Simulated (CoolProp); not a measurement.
Vapour-liquid equilibrium of propane (1) + R152A (2) at -5.85 °C; x and y are mole fractions of (1).

Computed with CoolProp (multi-fluid Helmholtz-energy mixture model, Lemmon 2009 and Outcalt 1996; pair parameters Bell 2016).

```
x     bubble pressure (kPa)  y at the bubble point  dew pressure at overall composition x (kPa)  liquid density (mol/L)
----  ---------------------  ---------------------  -------------------------------------------  ----------------------
0.05                  263.3                    [?]                                        222.8                   14.51
0.15                  335.6                    [?]                                        245.6                   14.10
0.25                  380.4                  0.526                                        272.9                     [?]
0.35                  407.8                  0.585                                        306.0                   13.40
0.45                  424.5                  0.627                                        345.9                   13.10
0.55                  435.0                  0.661                                          [?]                   12.84
0.65                  441.1                  0.696                                        432.1                     [?]
0.75                  442.6                  0.739                                        442.2                   12.44
0.85                  436.7                  0.803                                        428.6                   12.30
0.95                  415.7                    [?]                                        406.9                   12.20
```

Q: Some entries are withheld; supply them.

A: 
- 0.05, y at the bubble point: 0.217
- 0.15, y at the bubble point: 0.426
- 0.25, liquid density (mol/L): 13.73
- 0.55, dew pressure at overall composition x (kPa): 391.7
- 0.65, liquid density (mol/L): 12.61
- 0.95, y at the bubble point: 0.912

y crosses x between x = 0.65 and 0.75: the model has an azeotrope there.

The pair parameters rest on a limited set of measurements; away from them the model extrapolates.
